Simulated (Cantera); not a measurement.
An isothermal, constant-pressure homogeneous reactor starts with NH₃ : N₂ = 1 : 0.14 (molar parts), at 2400 K and 735 Torr.

Computed with Cantera and the gas-phase N/H chemistry of the illustrative SiF4/NH3 mechanism in the Surface Chemkin manual (1991). Walls and surfaces, which speed up NH3 decomposition in real reactors, are not modelled.

x: mole fraction; the columns are a selection and need not sum to one.

| t (s) | x NH₃ | x NH | x H | x N | x H₂ | x N₂ | x NH₂ |
|---|---|---|---|---|---|---|---|
| 4.00e-6 | 0.873 | [?] | 1.09e-5 | 5.70e-8 | 0.00141 | 0.123 | 0.00261 |
| 1.75e-5 | 0.858 | [?] | 4.55e-5 | 7.02e-7 | 0.0104 | 0.124 | 0.00707 |
| 7.68e-5 | 0.790 | [?] | 0.000185 | 3.38e-6 | 0.0655 | 0.138 | 0.00647 |
| 0.000336 | 0.566 | [?] | 0.000610 | 8.54e-6 | 0.245 | 0.183 | 0.00444 |
| 0.00147 | 0.179 | [?] | 0.00183 | 1.20e-5 | 0.555 | 0.262 | 0.00189 |
| 0.00646 | 0.00221 | [?] | 0.00911 | 1.15e-5 | 0.691 | 0.297 | 9.39e-5 |
| 0.0283 | 3.08e-5 | [?] | 0.0134 | 5.27e-7 | 0.689 | 0.297 | 1.94e-6 |
| 0.124 | 6.20e-6 | [?] | 0.0134 | 1.06e-7 | 0.690 | 0.297 | 3.91e-7 |
| 0.543 | 3.58e-6 | 8.54e-8 | 0.0134 | 6.13e-8 | 0.690 | 0.297 | 2.25e-7 |
| 2.38 | 3.56e-6 | 8.50e-8 | 0.0134 | 6.10e-8 | 0.690 | 0.297 | 2.24e-7 |
| 10.4 | 3.56e-6 | 8.50e-8 | 0.0134 | 6.10e-8 | 0.690 | 0.297 | 2.24e-7 |
| 45.7 | 3.56e-6 | 8.50e-8 | 0.0134 | 6.10e-8 | 0.690 | 0.297 | 2.24e-7 |
| 200 | 3.56e-6 | 8.50e-8 | 0.0134 | 6.10e-8 | 0.690 | 0.297 | 2.24e-7 |

### Question
What belongs in the gaps?

### Answer

- 4.00e-6, x NH: 1.62e-5
- 1.75e-5, x NH: 8.57e-5
- 7.68e-5, x NH: 0.000119
- 0.000336, x NH: 0.000138
- 0.00147, x NH: 0.000108
- 0.00646, x NH: 2.39e-5
- 0.0283, x NH: 7.34e-7
- 0.124, x NH: 1.48e-7
